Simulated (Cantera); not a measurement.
A closed system holds: 1 mol BN, 2.7 mol Cl2, 3.6 mol H2, equilibrated at 630 Pa.

Method: chemical equilibrium by Gibbs-energy minimisation in Cantera with the NASA 1993 tables (ideal gas, pure condensed phases). Candidate condensed phases: B, BN, NH4Cl; 21 gas species. Gases not in the tables: BHCl2. Equilibrium is a limit: real reactors are often held back by kinetics, nucleation or transport.

Task: At 1223 K, list the 4 most abundant gas species with their mole fractions, and the condensed phases.

Result: HCl 0.842, H2 0.150, BCl3 0.00490, N2 0.00245. Condensed: BN(s).
